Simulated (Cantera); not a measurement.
Cantera run, input and output.

```python
import numpy as np
import cantera as ct

gas = ct.Solution("gri30.yaml")
gas.TPX = 2175, 500000, {'CH4': 1, 'H2O': 0.38, 'H2': 0.062}
inlet = ct.Reservoir(gas, clone=True)

reactor = ct.IdealGasConstPressureReactor(gas, energy="off", clone=False)
exhaust = ct.Reservoir(gas, clone=True)
tau = [5.6, 2.7, 1.3, 0.63, 0.31, 0.15, 0.071, 0.034, 0.017, 0.008, 0.0039][0]
for a, b in ((inlet, reactor), (reactor, exhaust)):
    ct.MassFlowController(a, b, mdot=lambda t: reactor.mass / tau)
net = ct.ReactorNet([reactor])
show = ['CH4', 'H2O', 'H2', 'H', 'CO2', 'CH3', 'CH2O']

rows = []
print(f"{'tau/s':>10s}{'T/K':>9s}" + "".join(f"{s:>11s}" for s in show))
for tau in [5.6, 2.7, 1.3, 0.63, 0.31, 0.15, 0.071, 0.034, 0.017, 0.008, 0.0039]:
    net.initial_time = 0.0
    net.advance(30 * tau)
    before = gas.X
    net.advance(40 * tau)
    drift = np.max(np.abs(gas.X - before) / (gas.X + 1e-9))
    rows.append([gas.T, *gas[show].X, drift])
    print(f"{tau:10.3e}{gas.T:9.1f}" + "".join(f"{x:11.3e}" for x in gas[show].X))
```

Output:

```
     tau/s      T/K        CH4        H2O         H2          H        CO2        CH3       CH2O
 5.600e+00   2175.0  6.223e-03  5.553e-05  7.487e-01  1.903e-03  1.923e-06  3.026e-04  2.045e-07
 2.700e+00   2175.0  6.269e-03  1.109e-04  7.486e-01  1.903e-03  3.840e-06  3.048e-04  2.047e-07
 1.300e+00   2175.0  6.364e-03  2.259e-04  7.485e-01  1.903e-03  7.814e-06  3.095e-04  2.052e-07
 6.300e-01   2175.0  6.554e-03  4.604e-04  7.481e-01  1.902e-03  1.591e-05  3.187e-04  2.062e-07
 3.100e-01   2175.0  6.918e-03  9.257e-04  7.475e-01  1.901e-03  3.192e-05  3.364e-04  2.084e-07
 1.500e-01   2175.0  7.620e-03  1.884e-03  7.463e-01  1.898e-03  6.466e-05  3.707e-04  2.138e-07
 7.100e-02   2175.0  8.928e-03  3.869e-03  7.438e-01  1.894e-03  1.315e-04  4.346e-04  2.284e-07
 3.400e-02   2175.0  1.110e-02  7.672e-03  7.393e-01  1.886e-03  2.556e-04  5.411e-04  2.672e-07
 1.700e-02   2175.0  1.426e-02  1.409e-02  7.321e-01  1.873e-03  4.527e-04  6.967e-04  3.610e-07
 8.000e-03   2175.0  1.931e-02  2.567e-02  7.197e-01  1.851e-03  7.684e-04  9.473e-04  6.134e-07
 3.900e-03   2175.0  2.616e-02  4.219e-02  7.022e-01  1.819e-03  1.125e-03  1.291e-03  1.162e-06
```

Computed with Cantera and GRI-Mech 3.0 (53 species, 325 reactions). GRI-Mech 3.0 stops at C3 and has no aromatics, soot or wall deposition, so with more carbon than oxygen in the feed, carbon stays in small species such as C2H2 where larger ones or solid carbon would form.
